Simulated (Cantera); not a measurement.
## Low-pressure radical oxidation in H2/O2

An isothermal, constant-pressure homogeneous reactor starts with H2 : O2 = 0.029 : 1 (molar parts), at 1423 K and 25.5 Torr.

Cantera simulation using the H2/O2 subset of GRI-Mech 3.0, which has no nitrogen chemistry; the numbers are that mechanism's predictions, not measurements. Radical loss at walls, strong at low pressure, is not modelled.

```csv
t (s),x H2,x O2,x O,x HO2,x OH,x H2O
8.00e-6,0.0282,0.972,6.99e-9,1.79e-8,6.84e-9,5.96e-10
5.79e-5,0.0282,0.972,1.78e-7,1.29e-7,1.59e-7,1.05e-7
0.000419,0.0274,0.971,0.000459,1.53e-6,0.000385,0.000566
0.00303,0.000267,0.948,0.0208,2.54e-6,0.00356,0.0253
0.0219,0.000144,0.959,0.0108,1.91e-6,0.00263,0.0266
0.158,1.54e-5,0.970,0.00111,4.91e-7,0.000868,0.0281
1.15,6.50e-7,0.971,4.65e-5,6.59e-8,0.000179,0.0285
8.29,1.04e-7,0.971,7.44e-6,7.80e-8,7.16e-5,0.0285
60.0,1.01e-7,0.971,7.24e-6,7.87e-8,7.06e-5,0.0285
```
x: mole fraction; the columns are a selection and need not sum to one.

Equilibrium at this temperature and pressure: H2 1.01e-7, O2 0.971, O 7.24e-6, HO2 7.87e-8, OH 7.06e-5, H2O 0.0285 (gas phase only).
